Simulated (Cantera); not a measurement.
A closed system holds: 1 mol CH3SiH3, 2.4 mol HCl, 1.1 mol H2, 0.023 mol C2H2, equilibrated at 1975 °C and 6.30 Torr.

Method: chemical equilibrium by Gibbs-energy minimisation in Cantera with the NASA 1993 tables (ideal gas, pure condensed phases). Candidate condensed phases: C, C6H6, C7H8, C8H18, Si, SiC; 109 gas species. The feed counts by its element totals alone. The tables' values for SiCl, SiCl3 are old estimates; treat these amounts as uncertain. Gases not in the tables: Si2H6 and higher silanes. Rates play no part.

Base state: H2 0.604, HCl 0.270, H 0.0623, SiCl2 0.0275, Cl 0.0202, Si 0.00857, SiCl 0.00280, C2H2 (acetylene) 0.00200 (mole fractions); condensed: C(graphite) + SiC(s).

**Question.** What changes in the equilibrium state with this change: temperature from 1975 °C to 1875 °C?

**Answer.** 
```json
[
 {"species": "H2", "before": "0.604", "after": "0.628"},
 {"species": "HCl", "before": "0.270", "after": "0.293"},
 {"species": "H", "before": "0.0623", "after": "0.0360"},
 {"species": "Cl", "before": "0.0202", "after": "0.0123"},
 {"species": "SiCl2", "before": "0.0275", "after": "0.0254"},
 {"species": "Si2", "before": "1.86e-5", "after": "3.14e-6"},
 {"species": "SiC2", "before": "0.000984", "after": "0.000187"},
 {"species": "Si2C", "before": "0.000590", "after": "0.000117"},
 {"species": "Si", "before": "0.00857", "after": "0.00239"},
 {"species": "C(graphite), mol", "before": "0.286", "after": "0.225"},
 {"species": "SiC(s), mol", "before": "0.714", "after": "0.801"}
]
```

**Question.** What changes in the equilibrium state with this change: HCl from 2.4 to 4.8 mol?

**Answer.** 
```
species             before     after
----------------  --------  --------
H2                   0.604     0.484
HCl                  0.270     0.355
SiCl2               0.0275    0.0594
Cl                  0.0202    0.0296
H                   0.0623    0.0558
SiCl3              9.31e-5  0.000295
SiCl               0.00280   0.00411
SiH2               2.78e-5   2.23e-5
C2H2 (acetylene)   0.00200   0.00160
SiH               0.000247  0.000221
C(graphite), mol     0.286     0.697
SiC(s), mol          0.714     0.294
```
